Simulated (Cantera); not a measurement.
Charge: 1 mol S, 0.41 mol H₂O, at 1400 K and 0.133 bar.

Method: chemical equilibrium by Gibbs-energy minimisation in Cantera with the NASA 1993 tables (ideal gas, pure condensed phases). Candidate condensed phases: H₂O, H₂SO₄, S; 19 gas species. Rates play no part.

Base state: S₂ 0.474, H₂O 0.318, H₂S 0.0818, SO₂ 0.0650, H₂ 0.0533, S₂O 0.00450, SH 0.00168, SO 0.00150 (mole fractions); condensed: gas only.

### Question
What changes in the equilibrium state with this change: pressure from 0.133 bar to 0.0210 bar?

### Answer
```csv
species,before,after
S₂,0.474,0.482
H₂O,0.318,0.312
H₂,0.0533,0.0832
H₂S,0.0818,0.0511
SO₂,0.0650,0.0650
S,2.21e-5,5.62e-5
SO,0.00150,0.00239
S₂O,0.00450,0.00287
SH,0.00168,0.00212
```
